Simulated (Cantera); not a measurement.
A perfectly stirred reactor is fed with CH4 : H2 = 1 : 50 (molar parts), at 0.00168 atm; it is held at 1825 K, and followed from long to short residence time.

Detailed kinetics in Cantera: GRI-Mech 3.0 (53 species, 325 reactions). GRI-Mech 3.0 stops at C3 and has no aromatics, soot or wall deposition, so with more carbon than oxygen in the feed, carbon stays in small species such as C2H2 where larger ones or solid carbon would form. Radical loss at walls, strong at low pressure, is not modelled.

Question: Predict: x(CH4) at τ = 7.50 s; x(H2) at τ = 7.50 s; x(C2H) at τ = 7.50 s; x(CH2) at τ = 7.50 s; x(H) at τ = 7.50 s; x(CH4) at τ = 62.0 ms; x(H2) at τ = 62.0 ms; x(CH2) at τ = 62.0 ms; x(H) at τ = 62.0 ms.

Answer: 
```json
{
  "x(CH4) at τ = 7.50 s": "0.00439",
  "x(H2) at τ = 7.50 s": "0.984",
  "x(C2H) at τ = 7.50 s": "3.07e-7",
  "x(CH2) at τ = 7.50 s": "1.77e-6",
  "x(H) at τ = 7.50 s": "0.00429",
  "x(CH4) at τ = 62.0 ms": "0.0194",
  "x(H2) at τ = 62.0 ms": "0.980",
  "x(CH2) at τ = 62.0 ms": "6.05e-8",
  "x(H) at τ = 62.0 ms": "0.000365"
}
```
